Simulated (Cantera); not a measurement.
Charge: 1 mol Fe2O3, 1.6 mol CH4, 0.3 mol N2, at 0.00133 bar.

Equilibrium computed with Cantera from the NASA thermochemical tables; the gas is ideal and each condensed phase is pure. Candidate condensed phases: C, C6H6, C7H8, C8H18, Fe, Fe(CO)5, FeO, Fe(OH)2, Fe(OH)3, Fe2O3, Fe3O4, H2O; 140 gas species. Mutual solubility and eutectic melting of coexisting phases are not modelled. The tables' stoichiometric FeO is somewhat more stable than real wüstite, so its field is too wide. FeO: taken at fixed stoichiometry. Kinetics and transport are ignored.

x: gas mole fraction; n: condensed amount in mol.

| T (°C) | x H2 | x CO | x H2O | x CO2 | x N2 | x H | n Fe(α) | n FeO(s) | n Fe(γ) |
|---|---|---|---|---|---|---|---|---|---|
| 627 | 0.553 | 0.239 | 0.0747 | 0.0744 | 0.0588 | ? | 1.36 | 0.640 | 0 |
| 702 | 0.537 | 0.247 | 0.0900 | 0.0663 | 0.0588 | ? | 1.40 | 0.603 | 0 |
| 777 | 0.522 | 0.254 | 0.105 | 0.0601 | 0.0588 | ? | 1.44 | 0.557 | 0 |
| 852 | 0.506 | 0.258 | 0.121 | 0.0560 | 0.0588 | ? | 1.50 | 0.497 | 0 |
| 927 | 0.491 | 0.261 | 0.136 | 0.0527 | 0.0588 | ? | 0 | 0.437 | 1.56 |
| 1002 | 0.477 | 0.264 | 0.150 | 0.0500 | 0.0588 | ? | 0 | 0.378 | 1.62 |
| 1077 | 0.464 | 0.266 | 0.163 | 0.0476 | 0.0588 | ? | 0 | 0.324 | 1.68 |
| 1152 | 0.453 | 0.268 | 0.175 | 0.0455 | 0.0588 | ? | 0 | 0.276 | 1.72 |
| 1227 | 0.442 | 0.270 | 0.185 | 0.0437 | 0.0588 | ? | 0 | 0.233 | 1.77 |
| 1302 | 0.433 | 0.271 | 0.194 | 0.0420 | 0.0588 | ? | 0 | 0.196 | 1.80 |

**Question.** Some entries are withheld; supply them.

**Answer.** 
- 627, x H: 2.38e-9
- 702, x H: 2.30e-8
- 777, x H: 1.61e-7
- 852, x H: 8.66e-7
- 927, x H: 3.79e-6
- 1002, x H: 1.39e-5
- 1077, x H: 4.45e-5
- 1152, x H: 0.000126
- 1227, x H: 0.000321
- 1302, x H: 0.000749
